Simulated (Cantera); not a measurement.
A closed system holds: 1 mol MgO, a varied amount of HI, 5.9 mol N2, held at 1698 K and 10000 Pa.

These are equilibrium values from Cantera (NASA tables, ideal gas, pure condensed phases), not measurements of a reactor. Candidate condensed phases: H2O, I2, Mg, MgI2, MgO, Mg(OH)2; 36 gas species. Kinetics and transport are ignored.

log p: log10 of the partial pressure in bar; n: condensed amount in mol.

```
n(HI) (mol)  log p N2     log p I    log p H2    log p HI   log p H2O  log p MgI2  n MgO(s)
-----------  --------  ----------  ----------  ----------  ----------  ----------  --------
0.16            -1.02       -2.61       -2.92       -3.90       -4.54       -4.74     0.998
0.19            -1.02       -2.54       -2.85       -3.79       -4.46       -4.62     0.998
0.23            -1.02  (withheld)  (withheld)  (withheld)  (withheld)  (withheld)     0.997
0.27            -1.03       -2.41       -2.71       -3.58       -4.27       -4.38     0.997
0.33            -1.03       -2.33       -2.63       -3.47       -4.16       -4.26     0.996
0.4             -1.04       -2.25       -2.56       -3.36       -4.06       -4.14     0.994
0.48            -1.05       -2.19       -2.49       -3.25       -3.97       -4.03     0.993
0.57            -1.06       -2.12       -2.43       -3.16       -3.88       -3.93     0.991
0.69            -1.07       -2.06       -2.36       -3.06       -3.78       -3.83     0.989
0.83            -1.08  (withheld)  (withheld)  (withheld)  (withheld)  (withheld)     0.985
1               -1.09       -1.93       -2.23       -2.87       -3.60       -3.63     0.981
1.2             -1.11       -1.87       -2.17       -2.78       -3.51       -3.54     0.976
1.5             -1.13       -1.80       -2.10       -2.68       -3.41       -3.44     0.969
```

Complete the blanks.


- 0.23, log p I: -2.47
- 0.23, log p H2: -2.77
- 0.23, log p HI: -3.68
- 0.23, log p H2O: -4.36
- 0.23, log p MgI2: -4.49
- 0.83, log p I: -1.99
- 0.83, log p H2: -2.29
- 0.83, log p HI: -2.96
- 0.83, log p H2O: -3.69
- 0.83, log p MgI2: -3.73
